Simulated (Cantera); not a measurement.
Cantera run:

```python
import numpy as np
import cantera as ct

gas_names = [...]  # 143 gases of nasa_gas.yaml made of C, Cl, F, H, Si
cond_names = """
    C(gr) C6H6(L) C7H8(L) C8H18(L),n-octa Si(cr) Si(L) SiC(b)
""".split()


# ... load() reads the species with a 1 bar reference pressure and builds the phases ...
atoms = {
    'CHF3': {'C': 1, 'H': 1, 'F': 3},
    'HCl': {'H': 1, 'CL': 1},
    'H2': {'H': 2},
    'Si': {'Si': 1},
}
top_T = {'C(gr)': 4500, 'SiC(b)': 3050}  # K; cautious upper limits of use, not melting points


# ... equilibrate(T, P, feed) seeds the gas with the atoms and calls Mixture.equilibrate('TP', solver="vcs", rtol=1e-11, max_steps=5000) ...
results = []
feed = {'CHF3': 1, 'HCl': 0.023, 'H2': 0.77, 'Si': 0.03}  # mol
P = 7900  # Pa
for T in [1675, 1825, 1975, 2125, 2275, 2425, 2575, 2725, 2875]:
    mix = equilibrate(T, P, feed)
    results.append((T, P, feed, dict(zip(mix.species_names, mix.species_moles))))

top = {s: max(r[3][s] / sum(r[3][g] for g in gas_names) for r in results) for s in gas_names}
cols = sorted((s for s in top if top[s] > 0.001), key=lambda s: -top[s])[:8]
seen = [c for c in cond_names if any(r[3].get(c, 0) > 1e-12 for r in results)]
print("log10 of partial pressures in bar; condensed amounts in mol")
print(f"{'T/K':>10s}" + "".join(f"{s[:9]:>10s}" for s in cols + seen))
for T, P, feed, n in results:
    ng = sum(n[g] for g in gas_names)
    print(f"{T:10.4g}" + "".join(f"{np.log10(max(n[s] / ng * P / 1e5, 1e-99)):10.3f}" for s in cols)
          + "".join(f"{n.get(c, 0):10.4g}" for c in seen))
```

It prints:

```
log10 of partial pressures in bar; condensed amounts in mol
       T/K        HF         F       CF4       CF2      SiF4        CF        CL         H     C(gr)
      1675    -1.125    -5.207    -2.618    -4.664    -3.054    -8.380    -3.540    -7.858    0.9172
      1825    -1.125    -4.400    -2.637    -3.963    -3.055    -7.147    -3.340    -7.161    0.9173
      1975    -1.126    -3.723    -2.684    -3.386    -3.057    -6.111    -3.252    -6.562    0.9142
      2125    -1.130    -3.164    -2.818    -2.939    -3.062    -5.246    -3.219    -6.024    0.9057
      2275    -1.138    -2.738    -3.167    -2.670    -3.070    -4.556    -3.211    -5.502    0.8976
      2425    -1.146    -2.461    -3.863    -2.631    -3.080    -4.051    -3.214    -4.947    0.9067
      2575    -1.152    -2.298    -4.803    -2.761    -3.092    -3.687    -3.220    -4.373    0.9282
      2725    -1.158    -2.198    -5.822    -2.970    -3.122    -3.410    -3.227    -3.816    0.9444
      2875    -1.166    -2.131    -6.826    -3.203    -3.203    -3.186    -3.237    -3.296     0.942
```

Equilibrium computed with Cantera from the NASA thermochemical tables; the gas is ideal and each condensed phase is pure. The tables' values for SiF3, SiF2 are old estimates; treat these amounts as uncertain. Gases not in the tables: C2F6 and larger saturated fluorocarbons.
